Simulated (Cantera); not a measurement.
Charge: 1 mol Si, 1 mol CO2, 470 mol H2, equilibrated at 63.0 Pa.

These are equilibrium values from Cantera (NASA tables, ideal gas, pure condensed phases), not measurements of a reactor. Candidate condensed phases: C, C6H6, C7H8, C8H18, H2O, Si, SiC, SiO2; 123 gas species. Mutual solubility and eutectic melting of coexisting phases are not modelled. The tables hold silica as quartz up to 1696 K and as liquid above; real silica turns to tridymite and cristobalite and melts near 1996 K. The numbers say what is thermodynamically allowed, not how fast it happens.

log p: log10 of the partial pressure in bar; n: condensed amount in mol.

```json
[
 {"T (°C)": "800", "log p H2": "-3.20", "log p H": "(withheld)", "log p SiO": "-9.55", "log p CO": "-6.05", "log p CH4": "-7.89", "log p H2O": "-9.99", "log p Si": "<-15", "n SiC(s)": "0.330", "n SiO2(β-quartz)": "0.670"},
 {"T (°C)": "850", "log p H2": "-3.20", "log p H": "(withheld)", "log p SiO": "-8.50", "log p CO": "-6.05", "log p CH4": "-8.52", "log p H2O": "-9.84", "log p Si": "<-15", "n SiC(s)": "0.332", "n SiO2(β-quartz)": "0.666"},
 {"T (°C)": "900", "log p H2": "-3.20", "log p H": "(withheld)", "log p SiO": "-7.55", "log p CO": "-6.05", "log p CH4": "-9.10", "log p H2O": "-9.71", "log p Si": "-14.17", "n SiC(s)": "0.326", "n SiO2(β-quartz)": "0.653"},
 {"T (°C)": "950", "log p H2": "-3.20", "log p H": "(withheld)", "log p SiO": "-6.68", "log p CO": "-6.02", "log p CH4": "-9.61", "log p H2O": "-9.58", "log p Si": "-12.87", "n SiC(s)": "0.281", "n SiO2(β-quartz)": "0.562"},
 {"T (°C)": "1000", "log p H2": "-3.20", "log p H": "(withheld)", "log p SiO": "-5.91", "log p CO": "-5.89", "log p CH4": "-10.02", "log p H2O": "-9.43", "log p Si": "-11.75", "n SiC(s)": "0.0294", "n SiO2(β-quartz)": "0.0585"},
 {"T (°C)": "1050", "log p H2": "-3.20", "log p H": "(withheld)", "log p SiO": "-5.87", "log p CO": "-5.87", "log p CH4": "-10.11", "log p H2O": "-9.68", "log p Si": "-10.99", "n SiC(s)": "0", "n SiO2(β-quartz)": "0"},
 {"T (°C)": "1100", "log p H2": "-3.20", "log p H": "(withheld)", "log p SiO": "-5.87", "log p CO": "-5.87", "log p CH4": "-10.23", "log p H2O": "-9.88", "log p Si": "-10.35", "n SiC(s)": "0", "n SiO2(β-quartz)": "0"},
 {"T (°C)": "1150", "log p H2": "-3.20", "log p H": "(withheld)", "log p SiO": "-5.87", "log p CO": "-5.87", "log p CH4": "-10.60", "log p H2O": "-9.81", "log p Si": "-10.01", "n SiC(s)": "0", "n SiO2(β-quartz)": "0"},
 {"T (°C)": "1200", "log p H2": "-3.20", "log p H": "(withheld)", "log p SiO": "-5.87", "log p CO": "-5.87", "log p CH4": "-11.02", "log p H2O": "-9.67", "log p Si": "-9.77", "n SiC(s)": "0", "n SiO2(β-quartz)": "0"},
 {"T (°C)": "1250", "log p H2": "-3.20", "log p H": "(withheld)", "log p SiO": "-5.87", "log p CO": "-5.87", "log p CH4": "-11.44", "log p H2O": "-9.51", "log p Si": "-9.58", "n SiC(s)": "0", "n SiO2(β-quartz)": "0"},
 {"T (°C)": "1300", "log p H2": "-3.20", "log p H": "(withheld)", "log p SiO": "-5.88", "log p CO": "-5.87", "log p CH4": "-11.85", "log p H2O": "-9.36", "log p Si": "-9.40", "n SiC(s)": "0", "n SiO2(β-quartz)": "0"},
 {"T (°C)": "1350", "log p H2": "-3.20", "log p H": "(withheld)", "log p SiO": "-5.88", "log p CO": "-5.88", "log p CH4": "-12.23", "log p H2O": "-9.21", "log p Si": "-9.24", "n SiC(s)": "0", "n SiO2(β-quartz)": "0"},
 {"T (°C)": "1400", "log p H2": "-3.20", "log p H": "(withheld)", "log p SiO": "-5.88", "log p CO": "-5.88", "log p CH4": "-12.59", "log p H2O": "-9.07", "log p Si": "-9.09", "n SiC(s)": "0", "n SiO2(β-quartz)": "0"},
 {"T (°C)": "1450", "log p H2": "-3.21", "log p H": "(withheld)", "log p SiO": "-5.88", "log p CO": "-5.88", "log p CH4": "-12.93", "log p H2O": "-8.93", "log p Si": "-8.95", "n SiC(s)": "0", "n SiO2(β-quartz)": "0"}
]
```

Task: Complete the blanks.

Result: 
- 800, log p H: -9.45
- 850, log p H: -8.97
- 900, log p H: -8.53
- 950, log p H: -8.12
- 1000, log p H: -7.75
- 1050, log p H: -7.40
- 1100, log p H: -7.08
- 1150, log p H: -6.78
- 1200, log p H: -6.50
- 1250, log p H: -6.24
- 1300, log p H: -5.99
- 1350, log p H: -5.76
- 1400, log p H: -5.55
- 1450, log p H: -5.34
